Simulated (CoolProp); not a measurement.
A Linde-Hampson liquefier for carbon monoxide: isothermal reversible compression at 250 K from 1 atm to 20 MPa, throttling to 1 atm, return gas leaving the recuperator 5 K below the feed. Each further row changes one setting.

The numbers come from the reference Helmholtz-energy equation of state, Lemmon 2006 in CoolProp. It is a short technical equation, of lower accuracy than the large ones.

```json
[
 {"case": "as stated", "liquid yield per pass": "[?]", "compression work (kJ/kg of gas)": "384"},
 {"case": "high pressure 40 MPa", "liquid yield per pass": "[?]", "compression work (kJ/kg of gas)": "[?]"},
 {"case": "warm-end temperature 280 K", "liquid yield per pass": "[?]", "compression work (kJ/kg of gas)": "436"},
 {"case": "warm-end gap 10 K", "liquid yield per pass": "0.120", "compression work (kJ/kg of gas)": "384"}
]
```

Problem. Some entries are withheld; supply them.

Solution. 
- as stated, liquid yield per pass: 0.132
- high pressure 40 MPa, liquid yield per pass: 0.161
- high pressure 40 MPa, compression work (kJ/kg of gas): 440
- warm-end temperature 280 K, liquid yield per pass: 0.093
